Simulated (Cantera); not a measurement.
What does this Cantera script print?

```python
import numpy as np
import cantera as ct

gas = ct.Solution("gri30.yaml")
gas.TPX = 1625, 101325, {'CH4': 1, 'C2H6': 0.04, 'O2': 1.07, 'N2': 4.02, 'CO2': 0.46}
reactor = ct.IdealGasReactor(gas, energy="on", clone=False)
net = ct.ReactorNet([reactor])
net.rtol, net.atol = 1e-08, 1e-16
show = ['CH4', 'C2H6', 'O2', 'CH2CO', 'C2H']
times = np.geomspace(4e-06, 0.7, 13)

steps = ct.SolutionArray(gas, extra=["t"])
rows = []
print(f"{'t/s':>10s}{'T/K':>9s}{'P/Pa':>11s}" + "".join(f"{s:>11s}" for s in show))
for t in times:
    while net.time < t:
        t_next = net.step()
        steps.append(gas.state, t=t_next)
    rows.append([np.interp(t, steps.t, y) for y in (steps.T, steps.P, *steps(*show).X.T)])
    print(f"{t:10.3e}{rows[-1][0]:9.1f}{rows[-1][1]:11.4g}" + "".join(f"{x:11.3e}" for x in rows[-1][2:]))
rate = np.gradient(steps.T, steps.t)
print("integrator steps:", len(steps.t))
if steps.T.max() > steps.T[0] + 200:
    print(f"time of steepest temperature rise: {steps.t[rate.argmax()]:.4e} s")
gas.TPX = 1625, 101325, {'CH4': 1, 'C2H6': 0.04, 'O2': 1.07, 'N2': 4.02, 'CO2': 0.46}
gas.equilibrate("UV")
print(f"equilibrium (UV): T = {gas.T:.1f} K  " + "  ".join(f"{s} {gas[s].X[0]:.3e}" for s in show))
```

Result:

```
       t/s      T/K       P/Pa        CH4       C2H6         O2      CH2CO        C2H
 4.000e-06   1624.0  1.013e+05  1.517e-01  5.960e-03  1.623e-01  1.172e-10  9.327e-17
 1.094e-05   1622.4  1.012e+05  1.516e-01  5.773e-03  1.623e-01  9.476e-09  1.016e-14
 2.992e-05   1620.8  1.011e+05  1.508e-01  5.370e-03  1.618e-01  7.248e-07  1.402e-12
 8.181e-05   1632.8  1.021e+05  1.458e-01  4.828e-03  1.588e-01  3.131e-05  1.325e-10
 2.237e-04   2787.6  2.039e+05  4.282e-05  2.786e-10  1.161e-04  2.088e-06  1.662e-06
 6.119e-04   2727.3  2.004e+05  7.392e-12  2.225e-23  2.709e-04  4.758e-14  4.350e-16
 1.673e-03   2725.4  2.003e+05  7.469e-12  2.268e-23  2.667e-04  4.790e-14  4.340e-16
 4.576e-03   2724.4  2.002e+05  7.529e-12  2.300e-23  2.640e-04  4.817e-14  4.344e-16
 1.251e-02   2724.4  2.002e+05  7.532e-12  2.302e-23  2.638e-04  4.818e-14  4.344e-16
 3.422e-02   2724.4  2.002e+05  7.532e-12  2.302e-23  2.638e-04  4.818e-14  4.344e-16
 9.360e-02   2724.4  2.002e+05  7.532e-12  2.302e-23  2.638e-04  4.818e-14  4.344e-16
 2.560e-01   2724.4  2.002e+05  7.532e-12  2.302e-23  2.638e-04  4.818e-14  4.344e-16
 7.000e-01   2724.4  2.002e+05  7.532e-12  2.302e-23  2.638e-04  4.818e-14  4.344e-16
integrator steps: 1729
time of steepest temperature rise: 2.0577e-04 s
equilibrium (UV): T = 2724.4 K  CH4 8.572e-12  C2H6 2.893e-23  O2 2.638e-04  CH2CO 5.217e-14  C2H 4.690e-16
```

Cantera simulation using GRI-Mech 3.0 (53 species, 325 reactions); the numbers are that mechanism's predictions, not measurements.
